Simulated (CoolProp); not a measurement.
Computed with CoolProp (reference Helmholtz-energy equation of state, Span 2000).

### Question
Give the vapour pressure (MPa), liquid density (kg/m³), vapour Z, surface tension (mN/m) of saturated nitrogen at 91.8, 101.3, 117.3 K.

### Answer
| T (K) | p (MPa) | liquid density (kg/m³) | vapour Z | surface tension (mN/m) |
|---|---|---|---|---|
| 91.8 | 0.419 | 736 | 0.883 | 5.74 |
| 101.3 | 0.851 | 681 | 0.809 | 3.83 |
| 117.3 | 2.19 | 555 | 0.614 | 1.06 |

Surface tension comes from a separate correlation (Mulero 2012).
